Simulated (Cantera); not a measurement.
Premixed flame

A freely propagating, adiabatic, planar premixed flame of CH4 : O2 : N2 : CO2 = 1 : 1.82 : 6.84 : 0.063 (molar parts), equivalence ratio 1.1, unburnt at 625 K and 190000 Pa; mixture-averaged transport, grid criteria slope 0.08 and curve 0.16, no radiation.

Model: GRI-Mech 3.0 (53 species, 325 reactions), integrated in Cantera. Burning velocities carry a grid error of a few per cent, more on coarse grids.

```tsv
z (mm)	T (K)	u (m/s)	x CH4	x O2	x CH2	x CH2CO	x HO2	x H2
-0.592	625	1.13	0.103	0.187	<1e-8	<1e-8	7.22e-8	0.00116
-0.395	627	1.13	0.102	0.186	<1e-8	1.94e-8	1.12e-6	0.00342
-0.296	636	1.15	0.101	0.185	<1e-8	1.82e-7	6.36e-6	0.00623
-0.197	699	1.27	0.0962	0.180	<1e-8	2.86e-6	4.61e-5	0.0117
-0.0987	1087	2.01	0.0684	0.146	2.30e-7	5.58e-5	0.000149	0.0209
-0.0494	1496	2.80	0.0377	0.104	9.81e-6	0.000167	0.000188	0.0257
0	1884	3.56	0.00924	0.0550	7.51e-5	0.000168	9.92e-5	0.0267
0.0494	2055	3.88	0.000728	0.0262	3.06e-5	2.87e-5	1.82e-5	0.0221
0.0987	2104	3.96	2.85e-5	0.0162	1.91e-6	1.44e-6	7.48e-6	0.0192
0.197	2154	4.04	7.07e-8	0.0114	<1e-8	<1e-8	5.08e-6	0.0184
0.395	2217	4.13	<1e-8	0.00876	<1e-8	<1e-8	3.56e-6	0.0174
0.790	2283	4.24	<1e-8	0.00635	<1e-8	<1e-8	2.27e-6	0.0157
1.58	2339	4.33	<1e-8	0.00421	<1e-8	<1e-8	1.35e-6	0.0140
```
x: mole fraction of selected species; z is measured from the peak of heat release.

```json
{
  "laminar_burning_velocity": "112 cm/s",
  "thermal_thickness": "0.197 mm",
  "peak x(CH2)": "7.89e-5",
  "peak x(CH2CO)": "0.000206",
  "peak x(HO2)": "0.000188",
  "peak x(H2)": "0.0271"
}
```
